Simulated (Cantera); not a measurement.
Standard-state values (1 bar) from the NASA 1993 polynomials, evaluated with Cantera. Values are per mole of reaction as written; species without (g) are pure solids or liquids, kept so even where they would boil at 1 bar.

8 NH₃(g) + 3 Ni₃S₄ = 4 N₂(g) + 12 H₂S(g) + 9 Ni

```csv
T (K),ΔH° (kJ),ΔS° (J/K),ΔG° (kJ),log10 K
300,(withheld),(withheld),(withheld),(withheld)
398,(withheld),(withheld),(withheld),(withheld)
423,1020.6,1391.3,432.1,-53.35
448,1019.2,1388.1,397.3,-46.33
473,1017.6,1384.5,362.7,-40.05
498,(withheld),(withheld),(withheld),(withheld)
523,1013.8,1376.9,293.6,-29.33
```

Task: Some entries are withheld; supply them.

Result: 
- 300, ΔH° (kJ): 1024.8
- 300, ΔS° (J/K): 1402.8
- 300, ΔG° (kJ): 604.0
- 300, log10 K: -105.16
- 398, ΔH° (kJ): 1021.8
- 398, ΔS° (J/K): 1394.3
- 398, ΔG° (kJ): 466.9
- 398, log10 K: -61.28
- 498, ΔH° (kJ): 1015.7
- 498, ΔS° (J/K): 1380.8
- 498, ΔG° (kJ): 328.1
- 498, log10 K: -34.41
